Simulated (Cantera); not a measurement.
Charge: 1 mol SrCl2, 0.62 mol H2O, 2 mol H2, 0.029 mol HCl, at 13.3 mbar.

Equilibrium computed with Cantera from the NASA thermochemical tables; the gas is ideal and each condensed phase is pure. Candidate condensed phases: H2O, Sr, SrCl2, SrO, Sr(OH)2; 20 gas species. Condensed phases not in the tables: oxide chlorides. The numbers say what is thermodynamically allowed, not how fast it happens.

log p: log10 of the partial pressure in bar; n: condensed amount in mol.

```csv
T (K),log p H2,log p SrCl2,log p H2O,log p HCl,log p H,log p SrCl,n SrO(s)
1873,-2.14,-2.47,-2.69,-3.24,-4.26,-4.70,0.0608
1898,-2.14,-2.47,-2.69,-3.25,-4.18,-4.61,0.0591
1923,-2.14,-2.47,-2.69,-3.26,?,?,0.0574
1948,-2.14,-2.47,-2.69,-3.26,-4.02,-4.42,0.0554
1973,-2.14,-2.47,-2.69,-3.26,-3.94,-4.33,0.0531
1998,-2.15,-2.47,-2.69,-3.27,-3.87,-4.25,0.0506
2023,-2.15,-2.47,-2.69,-3.27,-3.80,-4.16,0.0477
2048,-2.15,-2.47,-2.69,-3.28,-3.72,-4.08,0.0443
2073,-2.15,-2.48,-2.68,-3.28,-3.66,-4.00,0.0404
2098,-2.16,-2.48,-2.68,-3.29,-3.59,-3.93,0.0357
2123,-2.16,-2.48,-2.68,-3.29,-3.52,-3.85,0.0302
2148,-2.16,-2.48,-2.68,-3.29,-3.46,-3.78,0.0238
2173,-2.17,-2.49,-2.68,-3.30,?,?,?
2198,-2.17,-2.49,-2.68,-3.30,-3.34,-3.65,0.00702
```

Task: Complete the blanks.

Result: 
- 1923, log p H: -4.10
- 1923, log p SrCl: -4.51
- 2173, log p H: -3.40
- 2173, log p SrCl: -3.71
- 2173, n SrO(s): 0.0161
